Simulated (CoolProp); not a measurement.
Properties of CH2F2 (R32) along the isobar 0.101 MPa (Tc = 351.3 K, pc = 5.783 MPa, ω = 0.277).

Model: reference Helmholtz-energy equation of state, Tillner-Roth 1997, in CoolProp.

```
T (K)  phase       Z  speed of sound (m/s)  Joule-Thomson coefficient (K/MPa)  isothermal compressibility (1/MPa)  viscosity (µPa s)  fugacity coefficient
-----  -----  ------  --------------------  ---------------------------------  ----------------------------------  -----------------  --------------------
346.6    gas  0.9929                 258.4                              15.49                               9.972               15.5                0.9929
352.5    gas  0.9933                 260.3                              14.69                               9.968               15.8                0.9933
358.4    gas  0.9937                 262.3                              13.94                               9.964               16.0                0.9937
364.3    gas  0.9940                 264.2                              13.25                               9.961               16.3                0.9941
370.2    gas  0.9944                 266.1                              12.61                               9.957               16.5                0.9944
376.1    gas  0.9947                 268.0                              12.01                               9.954               16.8                0.9947
382      gas  0.9950                 269.9                              11.45                               9.951               17.0                0.9950
387.9    gas  0.9952                 271.7                              10.93                               9.948               17.3                0.9953
393.8    gas  0.9955                 273.5                              10.45                               9.946               17.5                0.9955
399.6    gas  0.9957                 275.3                              9.998                               9.943               17.8                0.9957
405.5    gas  0.9960                 277.1                              9.571                               9.941               18.0                0.9960
411.4    gas  0.9962                 278.9                              9.169                               9.939               18.3                0.9962
417.3    gas  0.9964                 280.7                              8.792                               9.937               18.5                0.9964
423.2    gas  0.9966                 282.5                              8.436                               9.935               18.7                0.9966
429.1    gas  0.9967                 284.2                              8.101                               9.933               19.0                0.9967
435      gas  0.9969                 286.0                              7.784                               9.932               19.2                0.9969
```

Viscosity comes from a separate model (Bell 2016), an estimate that may be off by 10 % or more.
